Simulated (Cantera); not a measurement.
Diamond growth

A diamond (100) surface in a fixed gas of H2 with x(CH4) = 0.0091, x(CH3) = 0.00097, at 1375 K, 120 Torr; coverages are run to steady state.

Computed with Cantera and the Harris–Goodwin 1993 mechanism for the reconstructed diamond (100) surface.

| x(H) | growth (µm/h) | θ c6HH | θ c6H* | θ c6*H | θ c6** | θ c6HM |
|---|---|---|---|---|---|---|
| 0.0001 | 0.533 | 0.698 | 0.0281 | 0.267 | 0.00314 | 0.000577 |
| 0.00023 | 2.53 | 0.564 | 0.0400 | 0.380 | 0.00871 | 0.000858 |
| 0.00052 | 7.84 | 0.462 | 0.0486 | 0.461 | 0.0185 | 0.00114 |
| 0.0012 | 17.5 | 0.398 | 0.0534 | 0.507 | 0.0318 | 0.00142 |
| 0.0027 | 29.7 | 0.365 | 0.0557 | 0.528 | 0.0441 | 0.00163 |
| 0.0062 | 45.3 | 0.348 | 0.0567 | 0.536 | 0.0531 | 0.00172 |
| 0.014 | 67.3 | 0.340 | 0.0573 | 0.540 | 0.0583 | 0.00165 |
| 0.032 | 102 | 0.337 | 0.0581 | 0.541 | 0.0610 | 0.00140 |
| 0.073 | 148 | 0.335 | 0.0595 | 0.540 | 0.0627 | 0.00103 |
θ: site fractions in the mechanism's names (c6HH fully hydrogenated, c6H* and c6*H radical sites, c6** diradical, c6HM methylated).
